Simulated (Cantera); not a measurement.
A Cantera script and what it prints.

```python
import numpy as np
import cantera as ct

gas_names = """
    CL CL2 H HCL H2 Si SiCL SiCL2 SiCL3 SiCL4 SiH SiHCL3 SiH2 SiH2CL2 SiH3 SiH3CL SiH4 Si2 Si3
""".split()
cond_names = """
    Si(cr) Si(L)
""".split()


# ... load() reads the species with a 1 bar reference pressure and builds the phases ...
atoms = {
    'Si2Cl6': {'Si': 2, 'CL': 6},
    'Cl2': {'CL': 2},
    'H2': {'H': 2},
}
top_T = {}  # K; cautious upper limits of use, not melting points


# ... equilibrate(T, P, feed) seeds the gas with the atoms and calls Mixture.equilibrate('TP', solver="vcs", rtol=1e-11, max_steps=5000) ...
results = []
feed = {'Si2Cl6': 1, 'Cl2': 0.0077, 'H2': 28}  # mol
T = 1798  # K
P = 100000  # Pa
mix = equilibrate(T, P, feed)
results.append((T, P, feed, dict(zip(mix.species_names, mix.species_moles))))
print(gas.report(threshold=1e-05))
for i in range(1, mix.n_phases):
    print(f"{mix.phase(i).name:16s} {mix.phase_moles(i):12.5e} mol")
```

Result:

```
       temperature   1798 K
          pressure   1e+05 Pa
           density   0.066404 kg/m^3
  mean mol. weight   9.927 kg/kmol
   phase of matter   gas

                          1 kg             1 kmol
                     ---------------   ---------------
          enthalpy        3.0714e+06         3.049e+07  J
   internal energy        1.5655e+06        1.5541e+07  J
           entropy             20555        2.0405e+05  J/K
    Gibbs function       -3.3886e+07       -3.3639e+08  J
 heat capacity c_p              3506             34804  J/K
 heat capacity c_v            2668.5             26490  J/K

                      mass frac. Y      mole frac. X     chem. pot. / RT
                     ---------------   ---------------   ---------------
                CL        0.00010934        3.0618e-05           -24.742
                 H        3.2992e-05        0.00032491           -9.6536
               HCL           0.38493           0.10481           -34.396
                H2           0.17295           0.85162           -19.307
              SiCL        0.00019642         3.069e-05           -30.006
             SiCL2           0.39888          0.040003           -54.748
             SiCL3          0.031333         0.0023137            -79.49
             SiCL4          0.003708        0.00021667           -104.23
            SiHCL3         0.0059969        0.00043953           -89.144
              SiH2        7.6209e-05        2.5133e-05           -24.571
           SiH2CL2         0.0016426        0.00016144           -74.055
            SiH3CL        0.00012234        1.8246e-05           -58.966
     [   +7 minor]        2.1545e-05        7.3254e-06

Si(L)             6.62386e-01 mol
```

These are equilibrium values from Cantera (NASA tables, ideal gas, pure condensed phases), not measurements of a reactor. The feed counts by its element totals alone. The tables' values for SiCl3, SiCl are old estimates; treat these amounts as uncertain. Gases not in the tables: Si2H6 and higher silanes.
